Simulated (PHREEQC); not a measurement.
Consider water at 25 °C with 8.5 mmol/kgw Cu(BF4)2, 1.1 mmol/kgw H2SO4 and 1.7 mmol/kgw Na2SO4. Closed to the air; pH follows from the charge balance.

The numbers come from PHREEQC with the ion-association model, wateq4f.dat.

| quantity | before | after |
|---|---|---|
| pH | 2.65 | 2.73 |
| ionic strength (mol/kgw) | 0.0306 | 0.00983 |
| BF4- (mol/kgw) | 0.0143 | 0.000711 |
| Cu+2 (mol/kgw) | 0.00759 | 0.000693 |
| SO4-2 (mol/kgw) | 0.00177 | 0.00231 |
| SI of Chalcanthite (CuSO4:5H2O) | -2.78 | -3.50 |
| SI of CuF2:2H2O (CuF2:2H2O) | -3.52 | -4.89 |

Problem. What was changed between the two runs?
A. 0.00022 mol/kgw H3PO4 added
B. 0.0036 mol/kgw Cs2CO3 added
C. Cu(BF4)2 from 0.0085 to 0.00085 mol/kgw
D. diluted 5-fold with water
E. 0.00012 mol/kgw HBr added

Solution. C, Cu(BF4)2 from 0.0085 to 0.00085 mol/kgw

No solid was allowed to form. Real BF4- forms and hydrolyses slowly; the run takes it at equilibrium.
